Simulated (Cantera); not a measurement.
Cantera with NASA thermochemical tables; ideal gases at 1 bar, condensed phases pure. Values are per mole of reaction as written; species without (g) are pure solids or liquids, kept so even where they would boil at 1 bar.

**Question.** Between 300 and 923 K, where is each reaction favourable under standard conditions?
- 2 CrO3(g) + 7 H(g) + NO(g) ⇌ 7 OH(g) + Cr2N

**Answer.** 
- 2 CrO3(g) + 7 H(g) + NO(g) ⇌ 7 OH(g) + Cr2N: ΔG° is -823 kJ at 300 K and -691 kJ at 923 K; it stays negative (K > 1). ΔH° is -901 kJ and ΔS° -228 J/K at 923 K.
